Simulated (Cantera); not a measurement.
Cantera run:

```python
import numpy as np
import cantera as ct

gas_names = """
    C CN CO CO2 C2 CCN CNC C2N2 C2O C3 C3O2 C4 C4N2 C5 Fe FeC5O5 FeO N NCO NO NO2 NO3 N2 N2O O O2 O3
""".split()
cond_names = """
    C(gr) Fe(a) Fe(c) Fe(d) Fe(L) FeC5O5(L) FeO(s) FeO(L) Fe2O3(s) Fe3O4(s)
""".split()


# ... load() reads the species with a 1 bar reference pressure and builds the phases ...
atoms = {
    'Fe3O4': {'Fe': 3, 'O': 4},
    'C': {'C': 1},
    'N2': {'N': 2},
}
top_T = {'C(gr)': 4500, 'Fe2O3(s)': 1830, 'Fe3O4(s)': 1870}  # K; cautious upper limits of use, not melting points


# ... equilibrate(T, P, feed) seeds the gas with the atoms and calls Mixture.equilibrate('TP', solver="vcs", rtol=1e-11, max_steps=5000) ...
results = []
T = 2000  # K
P = 10  # Pa
for m in [0.69, 1.3, 1.8, 2.4, 3, 3.6, 4.2, 4.8, 5.3, 5.9, 6.5, 7.1]:
    feed = {'Fe3O4': 1, 'C': m, 'N2': 1.7}  # mol
    mix = equilibrate(T, P, feed)
    results.append((T, P, feed, dict(zip(mix.species_names, mix.species_moles))))
    x = sorted(zip(gas.X, gas.species_names), reverse=True)
    print(f"T = {T:g} K  P = {P:g} Pa  n(C) = {m:g} mol  gas = {mix.phase_moles(0):.4g} mol")
    print("   x: " + "  ".join(f"{s} {v:.3e}" for v, s in x if v > 0.0001))
    print("   condensed (mol): " + ("  ".join(f"{mix.phase(i).name} {mix.phase_moles(i):.4g}"
          for i in range(1, mix.n_phases) if mix.phase_moles(i) > 1e-12) or "none"))
```

It prints:

```
T = 2000 K  P = 10 Pa  n(C) = 0.69 mol  gas = 3.471 mol
   x: N2 4.881e-01  Fe 1.931e-01  CO2 1.310e-01  CO 6.774e-02  O2 6.543e-02  FeO 3.414e-02  O 1.712e-02  NO 3.365e-03
   condensed (mol): FeO(L) 2.211
T = 2000 K  P = 10 Pa  n(C) = 1.3 mol  gas = 4.727 mol
   x: N2 3.587e-01  Fe 2.898e-01  CO2 1.549e-01  CO 1.202e-01  FeO 3.414e-02  O2 2.905e-02  O 1.140e-02  NO 1.922e-03
   condensed (mol): FeO(L) 1.469
T = 2000 K  P = 10 Pa  n(C) = 1.8 mol  gas = 5.93 mol
   x: Fe 3.448e-01  N2 2.860e-01  CO2 1.578e-01  CO 1.457e-01  FeO 3.414e-02  O2 2.052e-02  O 9.584e-03  NO 1.442e-03
   condensed (mol): FeO(L) 0.7529
T = 2000 K  P = 10 Pa  n(C) = 2.4 mol  gas = 7.257 mol
   x: Fe 3.828e-01  N2 2.337e-01  CO 1.764e-01  CO2 1.543e-01  FeO 3.061e-02  O2 1.338e-02  O 7.740e-03  NO 1.053e-03
   condensed (mol): none
T = 2000 K  P = 10 Pa  n(C) = 3 mol  gas = 7.748 mol
   x: Fe 3.741e-01  CO 2.801e-01  N2 2.192e-01  CO2 1.071e-01  FeO 1.307e-02  O 3.382e-03  O2 2.554e-03  NO 4.455e-04
   condensed (mol): none
T = 2000 K  P = 10 Pa  n(C) = 3.6 mol  gas = 8.31 mol
   x: CO 3.902e-01  Fe 3.574e-01  N2 2.045e-01  CO2 4.301e-02  FeO 3.601e-03  O 9.753e-04  O2 2.125e-04  NO 1.241e-04
   condensed (mol): none
T = 2000 K  P = 10 Pa  n(C) = 4.2 mol  gas = 8.7 mol
   x: CO 4.598e-01  Fe 3.448e-01  N2 1.954e-01
   condensed (mol): C(gr) 0.1998
T = 2000 K  P = 10 Pa  n(C) = 4.8 mol  gas = 8.7 mol
   x: CO 4.598e-01  Fe 3.448e-01  N2 1.954e-01
   condensed (mol): C(gr) 0.7998
T = 2000 K  P = 10 Pa  n(C) = 5.3 mol  gas = 8.7 mol
   x: CO 4.598e-01  Fe 3.448e-01  N2 1.954e-01
   condensed (mol): C(gr) 1.3
T = 2000 K  P = 10 Pa  n(C) = 5.9 mol  gas = 8.7 mol
   x: CO 4.598e-01  Fe 3.448e-01  N2 1.954e-01
   condensed (mol): C(gr) 1.9
T = 2000 K  P = 10 Pa  n(C) = 6.5 mol  gas = 8.7 mol
   x: CO 4.598e-01  Fe 3.448e-01  N2 1.954e-01
   condensed (mol): C(gr) 2.5
T = 2000 K  P = 10 Pa  n(C) = 7.1 mol  gas = 8.7 mol
   x: CO 4.598e-01  Fe 3.448e-01  N2 1.954e-01
   condensed (mol): C(gr) 3.1
```

Cantera equilibrium calculation (NASA polynomials, part measured and part estimated; ideal gas, pure solids and liquids). The tables' stoichiometric FeO is somewhat more stable than real wüstite, so its field is too wide. FeO: taken at fixed stoichiometry.
